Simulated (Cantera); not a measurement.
What does this Cantera script print?

```python
import numpy as np
import cantera as ct

gas = ct.Solution("gri30.yaml")
gas.TPX = 1375, 960000, {'C3H8': 1, 'O2': 3.57, 'N2': 13.4}
reactor = ct.IdealGasConstPressureReactor(gas, energy="on", clone=False)
net = ct.ReactorNet([reactor])
net.rtol, net.atol = 1e-08, 1e-16
show = ['C3H8', 'O2', 'CH4', 'NO', 'H2O', 'CH2']
times = np.geomspace(3e-06, 0.2, 12)

steps = ct.SolutionArray(gas, extra=["t"])
rows = []
print(f"{'t/s':>10s}{'T/K':>9s}{'P/Pa':>11s}" + "".join(f"{s:>11s}" for s in show))
for t in times:
    while net.time < t:
        t_next = net.step()
        steps.append(gas.state, t=t_next)
    rows.append([np.interp(t, steps.t, y) for y in (steps.T, steps.P, *steps(*show).X.T)])
    print(f"{t:10.3e}{rows[-1][0]:9.1f}{rows[-1][1]:11.4g}" + "".join(f"{x:11.3e}" for x in rows[-1][2:]))
rate = np.gradient(steps.T, steps.t)
print("integrator steps:", len(steps.t))
if steps.T.max() > steps.T[0] + 200:
    print(f"time of steepest temperature rise: {steps.t[rate.argmax()]:.4e} s")
gas.TPX = 1375, 960000, {'C3H8': 1, 'O2': 3.57, 'N2': 13.4}
gas.equilibrate("HP")
print(f"equilibrium (HP): T = {gas.T:.1f} K  " + "  ".join(f"{s} {gas[s].X[0]:.3e}" for s in show))
```

Result:

```
       t/s      T/K       P/Pa       C3H8         O2        CH4         NO        H2O        CH2
 3.000e-06   1374.3    9.6e+05  5.547e-02  1.986e-01  1.491e-05  2.613e-15  3.126e-05  6.447e-10
 8.235e-06   1373.9    9.6e+05  5.481e-02  1.982e-01  1.113e-04  3.348e-14  2.749e-04  2.964e-09
 2.260e-05   1374.7    9.6e+05  5.261e-02  1.970e-01  5.005e-04  1.916e-13  1.161e-03  3.836e-09
 6.205e-05   1384.1    9.6e+05  4.423e-02  1.914e-01  2.089e-03  1.651e-12  5.371e-03  1.081e-08
 1.703e-04   2845.8    9.6e+05  3.060e-34  8.004e-04  4.572e-12  6.844e-04  1.450e-01  3.239e-12
 4.675e-04   2839.5    9.6e+05  3.553e-34  7.439e-04  4.862e-12  1.779e-03  1.446e-01  3.266e-12
 1.283e-03   2837.7    9.6e+05  3.699e-34  7.292e-04  4.943e-12  2.079e-03  1.445e-01  3.274e-12
 3.523e-03   2837.7    9.6e+05  3.700e-34  7.291e-04  4.944e-12  2.081e-03  1.445e-01  3.274e-12
 9.670e-03   2837.7    9.6e+05  3.700e-34  7.291e-04  4.944e-12  2.081e-03  1.445e-01  3.274e-12
 2.654e-02   2837.7    9.6e+05  3.700e-34  7.291e-04  4.944e-12  2.081e-03  1.445e-01  3.274e-12
 7.286e-02   2837.7    9.6e+05  3.700e-34  7.291e-04  4.944e-12  2.081e-03  1.445e-01  3.274e-12
 2.000e-01   2837.7    9.6e+05  3.700e-34  7.291e-04  4.944e-12  2.081e-03  1.445e-01  3.274e-12
integrator steps: 2014
time of steepest temperature rise: 1.0127e-04 s
equilibrium (HP): T = 2837.7 K  C3H8 5.011e-34  O2 7.291e-04  CH4 5.713e-12  NO 2.081e-03  H2O 1.445e-01  CH2 3.497e-12
```

Model: GRI-Mech 3.0 (53 species, 325 reactions), integrated in Cantera. GRI-Mech 3.0 was tuned for natural gas; its chemistry of propane as a main component is partial and can be far from experiment.
